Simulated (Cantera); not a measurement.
# Equilibrium for metals in furnace atmospheres: Al + NH3 + H2

Input: 1 mol Al, 11 mol NH3, 45 mol H2, held at 13300 Pa.

These are equilibrium values from Cantera (NASA tables, ideal gas, pure condensed phases), not measurements of a reactor. Candidate condensed phases: Al, AlN; 13 gas species. Rates play no part.

```json
[
 {"T (K)": "673", "log p H2": "-0.91", "log p N2": "-2.00", "log p H": "<-12", "log p Al": "<-12", "log p NH3": "-4.23", "log p AlH": "<-12", "log p Al2": "<-12", "log p NH2": "<-12", "n AlN(s)": "1.00"},
 {"T (K)": "823", "log p H2": "-0.91", "log p N2": "-2.00", "log p H": "-11.59", "log p Al": "<-12", "log p NH3": "-4.99", "log p AlH": "<-12", "log p Al2": "<-12", "log p NH2": "<-12", "n AlN(s)": "1.00"},
 {"T (K)": "973", "log p H2": "-0.91", "log p N2": "-2.00", "log p H": "-9.42", "log p Al": "<-12", "log p NH3": "-5.52", "log p AlH": "<-12", "log p Al2": "<-12", "log p NH2": "<-12", "n AlN(s)": "1.00"},
 {"T (K)": "1123", "log p H2": "-0.91", "log p N2": "-2.00", "log p H": "-7.83", "log p Al": "<-12", "log p NH3": "-5.92", "log p AlH": "<-12", "log p Al2": "<-12", "log p NH2": "-12.59", "n AlN(s)": "1.00"},
 {"T (K)": "1273", "log p H2": "-0.91", "log p N2": "-2.00", "log p H": "-6.60", "log p Al": "<-12", "log p NH3": "-6.22", "log p AlH": "<-12", "log p Al2": "<-12", "log p NH2": "-11.59", "n AlN(s)": "1.00"},
 {"T (K)": "1423", "log p H2": "-0.91", "log p N2": "-2.00", "log p H": "-5.63", "log p Al": "-10.41", "log p NH3": "-6.46", "log p AlH": "-10.65", "log p Al2": "<-12", "log p NH2": "-10.79", "n AlN(s)": "1.00"},
 {"T (K)": "1573", "log p H2": "-0.91", "log p N2": "-2.00", "log p H": "-4.85", "log p Al": "-8.18", "log p NH3": "-6.66", "log p AlH": "-8.67", "log p Al2": "<-12", "log p NH2": "-10.15", "n AlN(s)": "1.000"},
 {"T (K)": "1723", "log p H2": "-0.91", "log p N2": "-2.00", "log p H": "-4.19", "log p Al": "-6.34", "log p NH3": "-6.83", "log p AlH": "-7.05", "log p Al2": "-12.48", "log p NH2": "-9.62", "n AlN(s)": "1.000"},
 {"T (K)": "1873", "log p H2": "-0.91", "log p N2": "-2.00", "log p H": "-3.65", "log p Al": "-4.81", "log p NH3": "-6.96", "log p AlH": "-5.69", "log p Al2": "-9.82", "log p NH2": "-9.17", "n AlN(s)": "0.991"},
 {"T (K)": "2023", "log p H2": "-0.91", "log p N2": "-1.99", "log p H": "-3.18", "log p Al": "-3.50", "log p NH3": "-7.08", "log p AlH": "-4.54", "log p Al2": "-7.57", "log p NH2": "-8.79", "n AlN(s)": "0.828"}
]
```
log p: log10 of the partial pressure in bar; n: condensed amount in mol.

From 673 K to 2023 K the condensed part is AlN(s).
